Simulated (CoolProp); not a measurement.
Vapour-liquid equilibrium of R134a (1) + R124 (2) at 0.0467 MPa; x and y are mole fractions of (1).

The numbers come from the multi-fluid Helmholtz-energy mixture model, Tillner-Roth 1994 and de Vries 1995; pair parameters Bell 2016 in CoolProp.

```tsv
x	bubble temperature, mixture model (°C)	bubble temperature, Raoult's law (°C)	y, mixture model	y, Raoult's law
0.05	-30.3	-29.9	0.104	0.091
0.15	-32.4	-31.6	0.276	0.251
0.25	-34.2	-33.1	0.412	0.389
0.35	-35.7	-34.5	0.523	0.508
0.45	-37.0	-35.8	0.616	0.611
0.55	-38.1	-37.1	0.697	0.702
0.65	-39.1	-38.2	0.769	0.782
0.75	-40.0	-39.3	0.837	0.853
0.85	-40.7	-40.3	0.901	0.917
0.95	-41.4	-41.3	0.967	0.974
```

The largest gap from Raoult's law is -1.2 K in bubble temperature, at x = 0.35. No azeotrope shows between x = 0.05 and 0.95.

Pair parameters are fitted to limited data, so mixtures are less certain than the pure fluids.
